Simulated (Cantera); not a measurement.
Feed: 1 mol C₂H₄, 0.68 mol H₂, equilibrated at 2298 K and 2850 Torr.

Cantera equilibrium calculation (NASA polynomials, part measured and part estimated; ideal gas, pure solids and liquids). Candidate condensed phases: C, C₆H₆, C₇H₈, C₈H₁₈; 76 gas species. The numbers say what is thermodynamically allowed, not how fast it happens.

Base state: H₂ 0.990, H 0.00489, C₂H₂ (acetylene) 0.00424, CH₄ 0.000800, CH₃ 7.43e-5, C₂H₄ 2.53e-5 (mole fractions); condensed: C(graphite).

What changes in the equilibrium state with this change: temperature from 2298 K to 650 K?


```json
[
 {"species": "CH₄", "before": "0.000800", "after": "0.904"},
 {"species": "H₂", "before": "0.990", "after": "0.0956"},
 {"species": "C₂H₆", "before": "1.63e-8", "after": "1.47e-5"},
 {"species": "H", "before": "0.00489", "after": "<1e-9"},
 {"species": "C₂H₂ (acetylene)", "before": "0.00424", "after": "<1e-9"},
 {"species": "CH₃", "before": "7.43e-5", "after": "<1e-9"},
 {"species": "C₂H₄", "before": "2.53e-5", "after": "1.46e-9"},
 {"species": "C(graphite), mol", "before": "1.97", "after": "0.727"}
]
```
